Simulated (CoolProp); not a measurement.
A simple Rankine cycle with water: condensing at 318.15 K, boiler at 0.298 MPa, turbine inlet 446.5 K, turbine efficiency 0.75, pump efficiency 0.7, no recuperator. Each further row changes one setting.

Model: reference Helmholtz-energy equation of state, Wagner 2002, in CoolProp.

```csv
case,thermal efficiency (%),net work (kJ/kg),heat in (kJ/kg),turbine exit temperature (K),volume ratio over the turbine
as stated,15.3,402,2620,318.1,20.9
turbine inlet 466.5 K,15.4,411,2660,318.1,20.2
condensing temperature 310.15 K,16.6,441,2660,310.2,30.8
boiler pressure 0.209 MPa,13.9,365,2630,318.1,14.8
turbine efficiency 0.65,13.3,348,2620,318.1,21.4
```

The expansion ends wet for: as stated; turbine inlet 466.5 K; condensing temperature 310.15 K; boiler pressure 0.209 MPa; turbine efficiency 0.65.
